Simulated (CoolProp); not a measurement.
A single-stage vapour-compression cycle with R245fa: evaporating at 258.15 K (dew point), condensing at 324.15 K (bubble point), superheat 8 K, subcooling 8 K, compressor efficiency 0.65, no pressure losses. Each further row changes one setting.

Model: reference Helmholtz-energy equation of state, Akasaka 2015, in CoolProp.

```json
[
 {"case": "as stated", "cooling COP": "___", "pressure ratio": "13.8", "discharge temperature (K)": "352.3", "refrigerating effect (kJ/kg)": "144", "volumetric capacity (kJ/m³)": "226"},
 {"case": "evaporating temperature 263.15 K", "cooling COP": "2.29", "pressure ratio": "10.7", "discharge temperature (K)": "349.6", "refrigerating effect (kJ/kg)": "___", "volumetric capacity (kJ/m³)": "295"},
 {"case": "condensing temperature 319.15 K", "cooling COP": "___", "pressure ratio": "___", "discharge temperature (K)": "347.1", "refrigerating effect (kJ/kg)": "150", "volumetric capacity (kJ/m³)": "237"},
 {"case": "subcooling 13 K", "cooling COP": "2.12", "pressure ratio": "13.8", "discharge temperature (K)": "352.3", "refrigerating effect (kJ/kg)": "150", "volumetric capacity (kJ/m³)": "237"},
 {"case": "superheat 18 K", "cooling COP": "2.06", "pressure ratio": "13.8", "discharge temperature (K)": "363.2", "refrigerating effect (kJ/kg)": "152", "volumetric capacity (kJ/m³)": "230"},
 {"case": "compressor efficiency 0.55", "cooling COP": "___", "pressure ratio": "13.8", "discharge temperature (K)": "365.0", "refrigerating effect (kJ/kg)": "144", "volumetric capacity (kJ/m³)": "226"}
]
```

Complete the blanks.


- as stated, cooling COP: 2.02
- evaporating temperature 263.15 K, refrigerating effect (kJ/kg): 147
- condensing temperature 319.15 K, cooling COP: 2.26
- condensing temperature 319.15 K, pressure ratio: 11.9
- compressor efficiency 0.55, cooling COP: 1.71
